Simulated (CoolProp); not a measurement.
Vapour-liquid equilibrium of R143a (1) + dimethyl ether (2) at 0.523 MPa; x and y are mole fractions of (1).

Model: multi-fluid Helmholtz-energy mixture model, Lemmon and Jacobsen 2000 and Wu 2011; pair parameters Bell 2016, in CoolProp.

```json
[
 {"x": "0.05", "bubble temperature (K)": "291.8", "y at the bubble point": "___", "dew temperature at overall composition x (K)": "293.0", "liquid density (mol/L)": "14.41"},
 {"x": "0.15", "bubble temperature (K)": "287.9", "y at the bubble point": "0.277", "dew temperature at overall composition x (K)": "290.8", "liquid density (mol/L)": "14.21"},
 {"x": "0.25", "bubble temperature (K)": "284.4", "y at the bubble point": "0.416", "dew temperature at overall composition x (K)": "288.5", "liquid density (mol/L)": "___"},
 {"x": "0.35", "bubble temperature (K)": "281.4", "y at the bubble point": "___", "dew temperature at overall composition x (K)": "286.1", "liquid density (mol/L)": "13.79"},
 {"x": "0.45", "bubble temperature (K)": "278.8", "y at the bubble point": "0.628", "dew temperature at overall composition x (K)": "283.6", "liquid density (mol/L)": "13.57"},
 {"x": "0.55", "bubble temperature (K)": "276.4", "y at the bubble point": "0.712", "dew temperature at overall composition x (K)": "280.9", "liquid density (mol/L)": "13.36"},
 {"x": "0.65", "bubble temperature (K)": "274.2", "y at the bubble point": "0.786", "dew temperature at overall composition x (K)": "278.2", "liquid density (mol/L)": "13.14"},
 {"x": "0.75", "bubble temperature (K)": "272.2", "y at the bubble point": "0.853", "dew temperature at overall composition x (K)": "___", "liquid density (mol/L)": "12.92"},
 {"x": "0.85", "bubble temperature (K)": "270.4", "y at the bubble point": "0.914", "dew temperature at overall composition x (K)": "272.3", "liquid density (mol/L)": "12.71"},
 {"x": "0.95", "bubble temperature (K)": "268.7", "y at the bubble point": "0.972", "dew temperature at overall composition x (K)": "269.3", "liquid density (mol/L)": "12.50"}
]
```

### Question
Complete the blanks.

### Answer

- 0.05, y at the bubble point: 0.103
- 0.25, liquid density (mol/L): 14.00
- 0.35, y at the bubble point: 0.531
- 0.75, dew temperature at overall composition x (K): 275.3

No azeotrope shows between x = 0.05 and 0.95.

Pair parameters are fitted to limited data, so mixtures are less certain than the pure fluids.
